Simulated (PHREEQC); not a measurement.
Solution (25 °C): 0.0016 mol KH2PO4, 0.21 mol NaOH and 5.6e-05 mol H4SiO4 per kg of water. Closed to the air; pH follows from the charge balance.

Model: ion-association model, phreeqc.dat, run in PHREEQC.

Q: The ionic strength comes out as 0.216 mol/kgw. What activity coefficients do PO4-3, H3SiO4-, HPO4-2, NaHPO4-, OH- get?

A: PO4-3 0.047, H3SiO4- 0.71, HPO4-2 0.29, NaHPO4- 0.74, OH- 0.70.

No solid was allowed to form.
